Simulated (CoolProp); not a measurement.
Model: reference Helmholtz-energy equation of state, Gao 2020, in CoolProp.

Problem. Give the vapour pressure (bar), vapour density (kg/m³), enthalpy of vaporisation (kJ/kg), liquid cp (kJ/(kg K)) of saturated ammonia at 230.7, 266.5, 275.5 K.

Solution. 
| T (K) | p (bar) | vapour density (kg/m³) | enthalpy of vaporisation (kJ/kg) | liquid cp (kJ/(kg K)) |
|---|---|---|---|---|
| 230.7 | 0.627 | 0.568 | 1400 | 4.43 |
| 266.5 | 3.32 | 2.71 | 1280 | 4.58 |
| 275.5 | 4.68 | 3.75 | 1250 | 4.62 |
